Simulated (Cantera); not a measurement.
An isothermal, constant-pressure homogeneous reactor starts with 13.9 % N2O, 86.1 % N2, at 1475 K and 0.320 bar.

Detailed kinetics in Cantera: GRI-Mech 3.0 (53 species, 325 reactions). GRI-Mech 3.0 was tuned for natural gas; its chemistry of N2O as a main component is partial and can be far from experiment. The temperature is held fixed by assumption; the heat of reaction is taken as removed at once.

One state of this run: x N2O = 0.00513; x N2 = 0.919; x O2 = 0.0490; x O = 1.86e-5; x NO2 = 5.77e-5; x NO = 0.0270. x: mole fraction; the columns are a selection and need not sum to one.

Problem. Which value of t (s) does it belong to?
A) 1.96
B) 0.0428
C) 0.290
D) 13.3

Solution. C, 0.290
